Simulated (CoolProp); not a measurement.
Computed with CoolProp (reference Helmholtz-energy equation of state, Thol 2019).

Give the vapour pressure (MPa), liquid density (kg/m³), enthalpy of vaporisation (kJ/kg), liquid cp (kJ/(kg K)) of saturated tetradecamethylhexasiloxane (MD4M) at 360.7, 374.3, 442 K.


| T (K) | p (MPa) | liquid density (kg/m³) | enthalpy of vaporisation (kJ/kg) | liquid cp (kJ/(kg K)) |
|---|---|---|---|---|
| 360.7 | 0.000141 | 826 | 153 | 1.86 |
| 374.3 | 0.000328 | 813 | 149 | 1.88 |
| 442 | 0.00770 | 744 | 127 | 2.02 |
